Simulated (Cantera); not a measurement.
Input: 1 mol Al, 1.4 mol N2O, 19 mol H2, 0.62 mol HCl, held at 0.00370 bar.

Cantera equilibrium calculation (NASA polynomials, part measured and part estimated; ideal gas, pure solids and liquids). Candidate condensed phases: Al, AlCl3, AlN, Al2O3, H2O, NH4Cl; 45 gas species. Mutual solubility and eutectic melting of coexisting phases are not modelled. The numbers say what is thermodynamically allowed, not how fast it happens.

Q: At 1125 K, list the 4 most abundant gas species with their mole fractions, and the condensed phases.

A: H2 0.907, N2 0.0657, HCl 0.0264, AlCl3 0.00106. Condensed: AlN(s) + Al2O3(s).
